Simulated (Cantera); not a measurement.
Input (Python, Cantera) and output of one run.

```python
import numpy as np
import cantera as ct

gas_names = """
    N N2 Si SiN Si2 Si2N Si3
""".split()
cond_names = """
    Si(cr) Si(L) Si3N4(a)
""".split()


def load(file, names, dense=False):
    # The tables refer to 1 bar. Condensed volumes are neglected.
    table = {s.name: s for s in ct.Species.list_from_file(file)}
    out = []
    for n in names:
        d = dict(table[n].input_data)
        d["thermo"] = dict(d["thermo"], **{"reference-pressure": 1e5})
        if dense:
            d["equation-of-state"] = {"model": "constant-volume", "density": "1e6 g/cm^3"}
        out.append(ct.Species.from_dict(d))
    return out


gas = ct.Solution(thermo="ideal-gas", species=load("nasa_gas.yaml", gas_names))
cond = {s.name: ct.Solution(thermo="fixed-stoichiometry", species=[s], name=s.name)
        for s in load("nasa_condensed.yaml", cond_names, dense=True)}
atoms = {
    'Si3N4': {'Si': 3, 'N': 4},
    'N2': {'N': 2},
}
top_T = {'Si3N4(a)': 2400}  # K; cautious upper limits of use, not melting points


def equilibrate(T, P, feed):
    n = {}
    for name, mol in feed.items():
        for a, k in atoms[name].items():
            n[a] = n.get(a, 0.0) + k * mol
    gas.TPX = T, P, n
    mass = sum(n.values()) * gas.mean_molecular_weight
    gas.equilibrate("TP")
    valid = [c for c in cond.values() if c.min_temp <= T <= top_T.get(c.name, c.max_temp)]
    mix = ct.Mixture([(gas, mass / gas.mean_molecular_weight)] + [(c, 0.0) for c in valid])
    mix.T, mix.P = T, P
    mix.equilibrate("TP", solver="vcs", rtol=1e-11, max_steps=5000)
    return mix


results = []
feed = {'Si3N4': 1, 'N2': 0.046}  # mol
T = 1950  # K
P = 46000  # Pa
mix = equilibrate(T, P, feed)
results.append((T, P, feed, dict(zip(mix.species_names, mix.species_moles))))
print(gas.report(threshold=0.0001))
for i in range(1, mix.n_phases):
    print(f"{mix.phase(i).name:16s} {mix.phase_moles(i):12.5e} mol")
```

Result:

```
       temperature   1950 K
          pressure   46000 Pa
           density   0.079481 kg/m^3
  mean mol. weight   28.014 kg/kmol
   phase of matter   gas

                          1 kg             1 kmol
                     ---------------   ---------------
          enthalpy        1.9384e+06        5.4302e+07  J
   internal energy        1.3596e+06        3.8089e+07  J
           entropy              9195        2.5759e+05  J/K
    Gibbs function       -1.5992e+07         -4.48e+08  J
 heat capacity c_p              1282             35914  J/K
 heat capacity c_v            985.21             27600  J/K

                      mass frac. Y      mole frac. X     chem. pot. / RT
                     ---------------   ---------------   ---------------
                N2           0.99997           0.99998           -27.632
     [   +6 minor]        2.5461e-05        2.1482e-05

Si(L)             0.00000e+00 mol
Si3N4(a)          1.00000e+00 mol
```

Cantera equilibrium calculation (NASA polynomials, part measured and part estimated; ideal gas, pure solids and liquids).
